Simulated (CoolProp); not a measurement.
Dry air along the isotherm 141.5 K: fugacity coefficient from the reference equation and from simpler models built on Tc = 132.5 K, pc = 3786 kPa, ω = 0.034; each cubic takes its own stable root.

Model: reference Helmholtz-energy equation of state, Lemmon 2000, in CoolProp. It is a pseudo-pure fit of the blend.

```csv
p (kPa),phase,reference
3790,supercritical,0.7336
7570,supercritical,0.4984
11400,supercritical,0.3930
15100,supercritical,0.3449
18900,supercritical,0.3189
22700,supercritical,0.3055
26500,supercritical,0.2998
30300,supercritical,0.2994
34100,supercritical,0.3028
37900,supercritical,0.3094
```

Q: How far does each simpler model (van der Waals, Soave-Redlich-Kwong, Peng-Robinson) lie from the reference over these 10 states: mean and median of the absolute difference, and the worst?

A: 
- van der Waals: mean 17.7 %, median 17.3 %, worst +35.6 % at 141.5 K and 37900 kPa
- Soave-Redlich-Kwong: mean 2.0 %, median 2.3 %, worst +2.8 % at 141.5 K and 18900 kPa
- Peng-Robinson: mean 8.0 %, median 7.6 %, worst -13.9 % at 141.5 K and 37900 kPa
